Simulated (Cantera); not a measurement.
Cantera run, input and output.

```python
import numpy as np
import cantera as ct

gas = ct.Solution("gri30.yaml")
gas.TPX = 1700, 170000, {'CH4': 1, 'H2O': 0.46, 'H2': 0.53}
reactor = ct.IdealGasConstPressureReactor(gas, energy="off", clone=False)
net = ct.ReactorNet([reactor])
net.rtol, net.atol = 1e-08, 1e-18
show = ['CH4', 'H2O', 'H2', 'CH3', 'CO2', 'H2O2']
times = np.geomspace(2e-06, 2, 10)

steps = ct.SolutionArray(gas, extra=["t"])
rows = []
print(f"{'t/s':>10s}{'T/K':>9s}{'P/Pa':>11s}" + "".join(f"{s:>11s}" for s in show))
for t in times:
    while net.time < t:
        t_next = net.step()
        steps.append(gas.state, t=t_next)
    rows.append([np.interp(t, steps.t, y) for y in (steps.T, steps.P, *steps(*show).X.T)])
    print(f"{t:10.3e}{rows[-1][0]:9.1f}{rows[-1][1]:11.4g}" + "".join(f"{x:11.3e}" for x in rows[-1][2:]))
rate = np.gradient(steps.T, steps.t)
print("integrator steps:", len(steps.t))
if steps.T.max() > steps.T[0] + 200:
    print(f"time of steepest temperature rise: {steps.t[rate.argmax()]:.4e} s")
gas.TPX = 1700, 170000, {'CH4': 1, 'H2O': 0.46, 'H2': 0.53}
gas.equilibrate("TP")
print(f"equilibrium (TP): T = {gas.T:.1f} K  " + "  ".join(f"{s} {gas[s].X[0]:.3e}" for s in show))
```

Output:

```
       t/s      T/K       P/Pa        CH4        H2O         H2        CH3        CO2       H2O2
 2.000e-06   1700.0    1.7e+05  5.024e-01  2.311e-01  2.664e-01  7.835e-05  2.606e-20  2.715e-15
 9.283e-06   1700.0    1.7e+05  5.021e-01  2.311e-01  2.665e-01  3.434e-04  6.900e-16  5.497e-14
 4.309e-05   1700.0    1.7e+05  5.004e-01  2.310e-01  2.672e-01  8.654e-04  6.500e-12  3.597e-13
 2.000e-04   1700.0    1.7e+05  4.914e-01  2.303e-01  2.730e-01  1.232e-03  4.411e-09  7.439e-13
 9.283e-04   1700.0    1.7e+05  4.466e-01  2.243e-01  3.078e-01  1.164e-03  3.382e-07  7.580e-13
 4.309e-03   1700.0    1.7e+05  3.135e-01  2.025e-01  4.190e-01  8.045e-04  8.745e-06  5.985e-13
 2.000e-02   1700.0    1.7e+05  1.394e-01  1.711e-01  5.658e-01  3.712e-04  1.605e-04  4.561e-13
 9.283e-02   1700.0    1.7e+05  5.549e-02  1.364e-01  6.506e-01  1.575e-04  1.162e-03  3.269e-13
 4.309e-01   1700.0    1.7e+05  4.442e-02  7.592e-02  7.020e-01  1.225e-04  2.212e-03  9.597e-14
 2.000e+00   1700.0    1.7e+05  3.721e-02  1.482e-02  7.506e-01  9.909e-05  7.247e-04  3.416e-15
integrator steps: 1256
equilibrium (TP): T = 1700.0 K  CH4 3.514e-02  H2O 2.615e-06  H2 7.625e-01  CH3 9.283e-05  CO2 1.391e-07  H2O2 1.052e-22
```

Computed with Cantera and GRI-Mech 3.0 (53 species, 325 reactions). GRI-Mech 3.0 stops at C3 and has no aromatics, soot or wall deposition, so with more carbon than oxygen in the feed, carbon stays in small species such as C2H2 where larger ones or solid carbon would form.
